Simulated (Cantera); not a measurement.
Input (Python, Cantera) and output of one run.

```python
import numpy as np
import cantera as ct

gas_names = """
    CL CL2 H HCL H2 Si SiCL SiCL2 SiCL3 SiCL4 SiH SiHCL3 SiH2 SiH2CL2 SiH3 SiH3CL SiH4 Si2 Si3
""".split()
cond_names = """
    Si(cr) Si(L)
""".split()


# ... load() reads the species with a 1 bar reference pressure and builds the phases ...
atoms = {
    'SiCl4': {'Si': 1, 'CL': 4},
    'H2': {'H': 2},
}
top_T = {}  # K; cautious upper limits of use, not melting points


# ... equilibrate(T, P, feed) seeds the gas with the atoms and calls Mixture.equilibrate('TP', solver="vcs", rtol=1e-11, max_steps=5000) ...
results = []
feed = {'SiCl4': 1, 'H2': 2.6}  # mol
P = 510000  # Pa
for T in [623, 698, 773, 848, 923, 998, 1073, 1148, 1223]:
    mix = equilibrate(T, P, feed)
    results.append((T, P, feed, dict(zip(mix.species_names, mix.species_moles))))
    x = sorted(zip(gas.X, gas.species_names), reverse=True)
    print(f"T = {T:g} K  P = {P:g} Pa  gas = {mix.phase_moles(0):.4g} mol")
    print("   x: " + "  ".join(f"{s} {v:.3e}" for v, s in x if v > 0.001))
    print("   condensed (mol): " + ("  ".join(f"{mix.phase(i).name} {mix.phase_moles(i):.4g}"
          for i in range(1, mix.n_phases) if mix.phase_moles(i) > 1e-12) or "none"))
```

It prints:

```
T = 623 K  P = 510000 Pa  gas = 3.6 mol
   x: H2 7.192e-01  SiCL4 2.748e-01  HCL 3.026e-03  SiHCL3 3.022e-03
   condensed (mol): none
T = 698 K  P = 510000 Pa  gas = 3.6 mol
   x: H2 7.160e-01  SiCL4 2.716e-01  HCL 6.207e-03  SiHCL3 6.188e-03
   condensed (mol): none
T = 773 K  P = 510000 Pa  gas = 3.6 mol
   x: H2 7.113e-01  SiCL4 2.668e-01  HCL 1.097e-02  SiHCL3 1.089e-02
   condensed (mol): none
T = 848 K  P = 510000 Pa  gas = 3.6 mol
   x: H2 7.049e-01  SiCL4 2.605e-01  HCL 1.736e-02  SiHCL3 1.715e-02
   condensed (mol): none
T = 923 K  P = 510000 Pa  gas = 3.6 mol
   x: H2 6.969e-01  SiCL4 2.527e-01  HCL 2.533e-02  SiHCL3 2.478e-02
   condensed (mol): none
T = 998 K  P = 510000 Pa  gas = 3.601 mol
   x: H2 6.875e-01  SiCL4 2.435e-01  HCL 3.473e-02  SiHCL3 3.342e-02
   condensed (mol): none
T = 1073 K  P = 510000 Pa  gas = 3.602 mol
   x: H2 6.769e-01  SiCL4 2.332e-01  HCL 4.545e-02  SiHCL3 4.255e-02
   condensed (mol): none
T = 1148 K  P = 510000 Pa  gas = 3.606 mol
   x: H2 6.651e-01  SiCL4 2.216e-01  HCL 5.756e-02  SiHCL3 5.137e-02  SiCL3 2.536e-03  SiH2CL2 1.492e-03
   condensed (mol): none
T = 1223 K  P = 510000 Pa  gas = 3.615 mol
   x: H2 6.519e-01  SiCL4 2.086e-01  HCL 7.152e-02  SiHCL3 5.869e-02  SiCL3 5.791e-03  SiH2CL2 2.201e-03  SiCL2 1.282e-03
   condensed (mol): none
```

These are equilibrium values from Cantera (NASA tables, ideal gas, pure condensed phases), not measurements of a reactor. The tables' values for SiCl3 are old estimates; treat these amounts as uncertain.
